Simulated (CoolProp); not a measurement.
Vapour-liquid equilibrium of benzene (1) + ethylbenzene (2) at 0.226 MPa; x and y are mole fractions of (1).

Model: multi-fluid Helmholtz-energy mixture model, Thol 2012 and Zhou 2012; pair parameters Bell 2016, in CoolProp.

```
x     bubble temperature, mixture model (K)  bubble temperature, Raoult's law (K)  y, mixture model  y, Raoult's law
----  -------------------------------------  ------------------------------------  ----------------  ---------------
0.05                                  437.5                                 436.2             0.136            0.167
0.2                                   425.0                                 421.9             0.449            0.503
0.35                                  414.2                                 410.9             0.658            0.696
0.5                                   404.7                                 402.0             0.797            0.817
0.65                                  396.5                                 394.7             0.889            0.896
0.8                                   389.5                                 388.6             0.950            0.950
0.95                                  383.5                                 383.3             0.990            0.989
```

The largest gap from Raoult's law is +3.3 K in bubble temperature, at x = 0.35. No azeotrope shows between x = 0.05 and 0.95.

The pair parameters rest on a limited set of measurements; away from them the model extrapolates.
